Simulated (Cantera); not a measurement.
Input (Python, Cantera):

```python
import numpy as np
import cantera as ct

gas = ct.Solution("gri30.yaml")
gas.TPX = 625, 100000, {'C2H6': 1, 'O2': 4.79, 'N2': 18, 'CO2': 5.1}
inlet = ct.Reservoir(gas, clone=True)
gas.equilibrate("HP")  # start burning
reactor = ct.IdealGasConstPressureReactor(gas, energy="on", clone=False)
exhaust = ct.Reservoir(gas, clone=True)
tau = [0.24, 0.089, 0.032, 0.012, 0.0043, 0.0016, 0.00057, 0.00021, 7.5e-05][0]
for a, b in ((inlet, reactor), (reactor, exhaust)):
    ct.MassFlowController(a, b, mdot=lambda t: reactor.mass / tau)
net = ct.ReactorNet([reactor])
show = ['C2H6', 'O2', 'CO2', 'C2H', 'NO', 'CH2', 'HO2']

rows = []
print(f"{'tau/s':>10s}{'T/K':>9s}" + "".join(f"{s:>11s}" for s in show))
for tau in [0.24, 0.089, 0.032, 0.012, 0.0043, 0.0016, 0.00057, 0.00021, 7.5e-05]:
    net.initial_time = 0.0
    net.advance(30 * tau)
    before = gas.X
    net.advance(40 * tau)
    drift = np.max(np.abs(gas.X - before) / (gas.X + 1e-9))
    rows.append([gas.T, *gas[show].X, drift])
    print(f"{tau:10.3e}{gas.T:9.1f}" + "".join(f"{x:11.3e}" for x in gas[show].X))
```

Output:

```
     tau/s      T/K       C2H6         O2        CO2        C2H         NO        CH2        HO2
 2.400e-01   1821.1  5.739e-07  4.426e-02  2.399e-01  1.617e-09  3.660e-05  1.446e-08  9.417e-07
 8.900e-02   1811.7  1.206e-06  4.468e-02  2.387e-01  3.066e-09  2.747e-05  3.322e-08  1.557e-06
 3.200e-02   1795.3  2.537e-06  4.546e-02  2.366e-01  5.257e-09  2.006e-05  7.884e-08  2.744e-06
 1.200e-02   1771.1  5.181e-06  4.668e-02  2.335e-01  7.733e-09  1.432e-05  1.809e-07  4.715e-06
 4.300e-03   1735.2  1.123e-05  4.855e-02  2.289e-01  1.003e-08  1.022e-05  4.207e-07  8.085e-06
 1.600e-03   1689.6  2.502e-05  5.107e-02  2.231e-01  1.149e-08  7.536e-06  9.154e-07  1.328e-05
 5.700e-04   1627.7  6.604e-05  5.501e-02  2.150e-01  1.300e-08  4.904e-06  2.083e-06  2.305e-05
 2.100e-04    625.0  3.461e-02  1.658e-01  1.765e-01  5.390e-43 -8.732e-21 -2.379e-33 -4.843e-18
 7.500e-05    625.0  3.461e-02  1.658e-01  1.765e-01 -4.230e-49 -1.570e-24  2.667e-36 -7.960e-22
```

Model: GRI-Mech 3.0 (53 species, 325 reactions), integrated in Cantera.
